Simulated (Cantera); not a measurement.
An isothermal, constant-pressure homogeneous reactor starts with NH₃ : N₂ = 1 : 0.39 (molar parts), at 2100 K and 0.0132 atm.

Model: the gas-phase N/H chemistry of the illustrative SiF4/NH3 mechanism in the Surface Chemkin manual (1991), integrated in Cantera. Walls and surfaces, which speed up NH3 decomposition in real reactors, are not modelled.

x: mole fraction; the columns are a selection and need not sum to one.

```json
[
 {"t (s)": "4.00e-6", "x NH₃": "0.719", "x N": "<1e-12", "x NH": "3.74e-12", "x N₂H₂": "<1e-12", "x NH₂": "1.59e-6"},
 {"t (s)": "1.35e-5", "x NH₃": "0.719", "x N": "<1e-12", "x NH": "9.43e-11", "x N₂H₂": "6.40e-12", "x NH₂": "6.69e-6"},
 {"t (s)": "4.56e-5", "x NH₃": "0.719", "x N": "<1e-12", "x NH": "1.58e-9", "x N₂H₂": "2.66e-10", "x NH₂": "2.51e-5"},
 {"t (s)": "0.000154", "x NH₃": "0.719", "x N": "9.76e-12", "x NH": "2.60e-8", "x N₂H₂": "6.71e-9", "x NH₂": "8.71e-5"},
 {"t (s)": "0.000520", "x NH₃": "0.719", "x N": "5.20e-10", "x NH": "4.62e-7", "x N₂H₂": "1.15e-7", "x NH₂": "0.000295"},
 {"t (s)": "0.00175", "x NH₃": "0.718", "x N": "1.05e-8", "x NH": "5.04e-6", "x N₂H₂": "1.77e-6", "x NH₂": "0.000975"},
 {"t (s)": "0.00592", "x NH₃": "0.713", "x N": "[?]", "x NH": "[?]", "x N₂H₂": "[?]", "x NH₂": "0.00240"},
 {"t (s)": "0.0200", "x NH₃": "0.687", "x N": "4.84e-7", "x NH": "2.86e-5", "x N₂H₂": "1.59e-5", "x NH₂": "0.00249"},
 {"t (s)": "0.0675", "x NH₃": "0.609", "x N": "1.48e-6", "x NH": "3.62e-5", "x N₂H₂": "1.31e-5", "x NH₂": "0.00206"},
 {"t (s)": "0.228", "x NH₃": "0.418", "x N": "2.67e-6", "x NH": "3.83e-5", "x N₂H₂": "7.57e-6", "x NH₂": "0.00146"},
 {"t (s)": "0.770", "x NH₃": "[?]", "x N": "[?]", "x NH": "[?]", "x N₂H₂": "[?]", "x NH₂": "[?]"},
 {"t (s)": "2.60", "x NH₃": "0.0123", "x N": "2.86e-6", "x NH": "1.13e-5", "x N₂H₂": "1.07e-7", "x NH₂": "0.000122"},
 {"t (s)": "8.77", "x NH₃": "3.42e-6", "x N": "4.58e-7", "x NH": "2.17e-7", "x N₂H₂": "2.22e-12", "x NH₂": "2.79e-7"},
 {"t (s)": "29.6", "x NH₃": "1.39e-7", "x N": "3.92e-8", "x NH": "1.45e-8", "x N₂H₂": "<1e-12", "x NH₂": "1.45e-8"},
 {"t (s)": "100", "x NH₃": "6.73e-8", "x N": "1.90e-8", "x NH": "7.04e-9", "x N₂H₂": "<1e-12", "x NH₂": "7.04e-9"}
]
```

Some entries are withheld; supply them.


- 0.00592, x N: 9.71e-8
- 0.00592, x NH: 1.99e-5
- 0.00592, x N₂H₂: 1.29e-5
- 0.770, x NH₃: 0.151
- 0.770, x N: 3.14e-6
- 0.770, x NH: 2.84e-5
- 0.770, x N₂H₂: 2.01e-6
- 0.770, x NH₂: 0.000697
